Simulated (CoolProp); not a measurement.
Dimethyl carbonate along the isotherm 201.45 °C: Z from the reference equation and from simpler models built on Tc = 283.9 °C, pc = 49.09 bar, ω = 0.346; each cubic takes its own stable root.

Values from CoolProp's reference Helmholtz-energy equation of state, Zhou 2011.

```tsv
p (bar)	phase	reference
6.69	gas	0.9158
13.4	gas	0.8131
20.1	liquid	0.05782
26.8	liquid	0.07680
33.5	liquid	0.09563
40.2	liquid	0.1143
46.9	liquid	0.1329
53.6	liquid	0.1514
60.2	liquid	0.1695
66.9	liquid	0.1878
73.6	liquid	0.2060
```

Q: How far does each simpler model (van der Waals, Redlich-Kwong, Soave-Redlich-Kwong, Peng-Robinson) lie from the reference over these 11 states: mean and median of the absolute difference, and the worst?

A: 
- van der Waals: mean 162.1 %, median 64.9 %, worst +1245.2 % at 201.45 °C and 20.1 bar
- Redlich-Kwong: mean 17.8 %, median 20.5 %, worst +24.6 % at 201.45 °C and 20.1 bar
- Soave-Redlich-Kwong: mean 11.8 %, median 14.0 %, worst +15.8 % at 201.45 °C and 20.1 bar
- Peng-Robinson: mean 1.1 %, median 1.1 %, worst +2.1 % at 201.45 °C and 20.1 bar

At some of these states van der Waals gives the other phase, because its saturation line lies elsewhere.
